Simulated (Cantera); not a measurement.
## Silicon carbide growth: SiH₂Cl₂ + C₂H₄ + H₂

Feed: 1 mol SiH₂Cl₂, 0.021 mol C₂H₄, 14 mol H₂, equilibrated at 26.0 mbar.

Method: chemical equilibrium by Gibbs-energy minimisation in Cantera with the NASA 1993 tables (ideal gas, pure condensed phases). Candidate condensed phases: C, C₆H₆, C₇H₈, C₈H₁₈, Si, SiC; 109 gas species. Mutual solubility and eutectic melting of coexisting phases are not modelled. The tables' values for SiCl, SiCl₃ are old estimates; treat these amounts as uncertain. Gases not in the tables: Si₂H₆ and higher silanes. Kinetics and transport are ignored.

From 900 °C to 1400 °C the condensed part is Si(s) + SiC(s). From 1500 °C to 2000 °C the condensed part is Si(l) + SiC(s). From 2100 °C to 2200 °C nothing is condensed. The main Si-bearing gas is SiCl₄ at 900 °C and Si at 2200 °C.

```json
[
 {"T (°C)": "900", "x H₂": "0.921", "x H": "7.02e-7", "x HCl": "0.0554", "x Si": "1.90e-11", "x SiCl₂": "0.00757", "x Cl": "3.69e-8", "n Si(s)": "0.591", "n SiC(s)": "0.0420", "n Si(l)": "0"},
 {"T (°C)": "1000", "x H₂": "0.906", "x H": "4.21e-6", "x HCl": "0.0721", "x Si": "6.94e-10", "x SiCl₂": "0.0148", "x Cl": "2.84e-7", "n Si(s)": "0.610", "n SiC(s)": "0.0420", "n Si(l)": "0"},
 {"T (°C)": "1100", "x H₂": "0.900", "x H": "1.96e-5", "x HCl": "0.0778", "x Si": "1.49e-8", "x SiCl₂": "0.0193", "x Cl": "1.40e-6", "n Si(s)": "0.606", "n SiC(s)": "0.0420", "n Si(l)": "0"},
 {"T (°C)": "1200", "x H₂": "0.899", "x H": "7.44e-5", "x HCl": "0.0784", "x Si": "2.11e-7", "x SiCl₂": "0.0215", "x Cl": "5.26e-6", "n Si(s)": "0.596", "n SiC(s)": "0.0420", "n Si(l)": "0"},
 {"T (°C)": "1300", "x H₂": "0.899", "x H": "0.000239", "x HCl": "0.0776", "x Si": "2.11e-6", "x SiCl₂": "0.0227", "x Cl": "1.64e-5", "n Si(s)": "0.585", "n SiC(s)": "0.0420", "n Si(l)": "0"},
 {"T (°C)": "1400", "x H₂": "0.899", "x H": "0.000670", "x HCl": "0.0766", "x Si": "1.61e-5", "x SiCl₂": "0.0235", "x Cl": "4.46e-5", "n Si(s)": "0.575", "n SiC(s)": "0.0420", "n Si(l)": "0"},
 {"T (°C)": "1500", "x H₂": "0.896", "x H": "0.00167", "x HCl": "0.0790", "x Si": "8.19e-5", "x SiCl₂": "0.0224", "x Cl": "0.000113", "n Si(s)": "0", "n SiC(s)": "0.0420", "n Si(l)": "0.592"},
 {"T (°C)": "1600", "x H₂": "0.893", "x H": "0.00378", "x HCl": "0.0816", "x Si": "0.000339", "x SiCl₂": "0.0209", "x Cl": "0.000262", "n Si(s)": "0", "n SiC(s)": "0.0419", "n Si(l)": "0.608"},
 {"T (°C)": "1700", "x H₂": "0.886", "x H": "0.00788", "x HCl": "0.0836", "x Si": "0.00121", "x SiCl₂": "0.0195", "x Cl": "0.000555", "n Si(s)": "0", "n SiC(s)": "0.0415", "n Si(l)": "0.609"},
 {"T (°C)": "1800", "x H₂": "0.875", "x H": "0.0153", "x HCl": "0.0846", "x Si": "0.00383", "x SiCl₂": "0.0180", "x Cl": "0.00109", "n Si(s)": "0", "n SiC(s)": "0.0395", "n Si(l)": "0.571"},
 {"T (°C)": "1900", "x H₂": "0.855", "x H": "0.0277", "x HCl": "0.0841", "x Si": "0.0109", "x SiCl₂": "0.0164", "x Cl": "0.00199", "n Si(s)": "0", "n SiC(s)": "0.0315", "n Si(l)": "0.439"},
 {"T (°C)": "2000", "x H₂": "0.817", "x H": "0.0471", "x HCl": "0.0811", "x Si": "0.0281", "x SiCl₂": "0.0145", "x Cl": "0.00338", "n Si(s)": "0", "n SiC(s)": "0.00218", "n Si(l)": "0.0785"},
 {"T (°C)": "2100", "x H₂": "0.776", "x H": "0.0763", "x HCl": "0.0865", "x Si": "0.0375", "x SiCl₂": "0.00884", "x Cl": "0.00608", "n Si(s)": "0", "n SiC(s)": "0", "n Si(l)": "0"},
 {"T (°C)": "2200", "x H₂": "0.729", "x H": "0.118", "x HCl": "0.0883", "x Si": "0.0423", "x SiCl₂": "0.00457", "x Cl": "0.0101", "n Si(s)": "0", "n SiC(s)": "0", "n Si(l)": "0"}
]
```
x: gas mole fraction; n: condensed amount in mol.
